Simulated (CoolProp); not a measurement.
A single-stage vapour-compression cycle with the fluid: evaporating at 290.15 K (dew point), condensing at 310.15 K (bubble point), superheat 8 K, subcooling 8 K, compressor efficiency 0.65, no pressure losses. The same conditions are run with several fluids, on thermodynamics alone (safety and materials aside).

The numbers come from the reference Helmholtz-energy equation of state of each fluid (c-C4F8 (RC318): Platzer 1990; R124: de Vries 1995; n-perfluoropentane: Gao 2022; C3F8 (R218): Lemmon 2006; R115: Lemmon 2016; R236EA: Rui 2013) in CoolProp. The equations of Platzer and Polt are older, rougher fits.

```
fluid               cooling COP  pressure ratio  discharge temperature (K)  refrigerating effect (kJ/kg)  volumetric capacity (kJ/m³)
------------------  -----------  --------------  -------------------------  ----------------------------  ---------------------------
c-C4F8 (RC318)             9.14            1.88                      315.0                           101                         2110
R124                       9.13            1.84                      323.1                           144                         2560
n-perfluoropentane         9.26            2.11                      311.1                          88.1                          670
C3F8 (R218)                8.65            1.70                      315.5                          74.3                         4740
R115                       8.74            1.68                      319.0                          92.5                         4970
R236EA                     9.24            1.99                      319.7                           152                         1520
```
